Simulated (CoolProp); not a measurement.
trans-2-butene along the isotherm 20.45 °C: density (kg/m³) from the reference equation and from simpler models built on Tc = 155.5 °C, pc = 4019 kPa, ω = 0.210; each cubic takes its own stable root.

Computed with CoolProp (reference Helmholtz-energy equation of state, Lemmon 2005). It is a short technical equation, of lower accuracy than the large ones.

```csv
p (kPa),phase,reference
2680,liquid,607.8
5360,liquid,611.8
8040,liquid,615.5
10700,liquid,618.9
13400,liquid,622.3
16100,liquid,625.5
18800,liquid,628.5
21400,liquid,631.4
24100,liquid,634.2
26800,liquid,636.9
29500,liquid,639.5
32200,liquid,642.0
34800,liquid,644.4
37500,liquid,646.8
40200,liquid,649.1
```

### Question
How far does each simpler model (Soave-Redlich-Kwong, Peng-Robinson) lie from the reference over these 15 states: mean and median of the absolute difference, and the worst?

### Answer
- Soave-Redlich-Kwong: mean 7.7 %, median 7.5 %, worst -8.9 % at 20.45 °C and 2680 kPa
- Peng-Robinson: mean 3.7 %, median 3.8 %, worst +4.0 % at 20.45 °C and 40200 kPa
